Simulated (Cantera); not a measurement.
## Calcination and drying: MgSO4 + CO2

Feed: 1 mol MgSO4, 0.01 mol CO2, equilibrated at 13.3 mbar.

Method: chemical equilibrium by Gibbs-energy minimisation in Cantera with the NASA 1993 tables (ideal gas, pure condensed phases). Candidate condensed phases: C, Mg, MgCO3, MgO, MgS, MgSO4, S; 26 gas species. The numbers say what is thermodynamically allowed, not how fast it happens.

```csv
T (°C),log p CO2,log p SO2,log p O2,log p SO3,log p O,log p SO,n MgSO4(s),n MgO(s)
427,-1.88,-9.26,-9.56,-11.58,<-13,<-13,1.00,0
577,-1.88,-5.92,-6.22,-7.87,<-13,<-13,1.000,0
727,-1.89,-3.60,-3.90,-5.29,-11.75,-13.37,1.000,0.000198
877,-4.05,-2.06,-2.36,-3.65,-9.26,-10.54,0,1.00
1027,-4.05,-2.06,-2.36,-4.15,-7.93,-8.95,0,1.00
1177,-4.05,-2.06,-2.36,-4.55,-6.88,-7.69,0,1.00
1327,-4.05,-2.05,-2.36,-4.87,-6.02,-6.67,0,1.00
```
log p: log10 of the partial pressure in bar; n: condensed amount in mol.

From 427 °C to 577 °C the condensed part is MgSO4(s). At 727 °C the condensed part is MgO(s) + MgSO4(s). From 877 °C to 1327 °C the condensed part is MgO(s).
